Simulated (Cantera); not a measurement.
Charge: 1 mol Si2H6, 15 mol N2, equilibrated at 1202 °C and 133 Pa.

Equilibrium computed with Cantera from the NASA thermochemical tables; the gas is ideal and each condensed phase is pure. Candidate condensed phases: Si, Si3N4; 18 gas species. The feed counts by its element totals alone. N2 is the only nitrogen source here; it is nearly inert below about 1500 K, so the nitride shown seldom forms there in practice. Rates play no part.

Base state: N2 0.820, H2 0.180, H 0.000151 (mole fractions); condensed: Si3N4(s).

### Question
What changes in the equilibrium state with this change: Si2H6 replaced by SiH4?

### Answer
```
species          before     after
-------------  --------  --------
N2                0.820     0.877
H2                0.180     0.122
H              0.000151  0.000124
Si3N4(s), mol     0.667     0.333
```
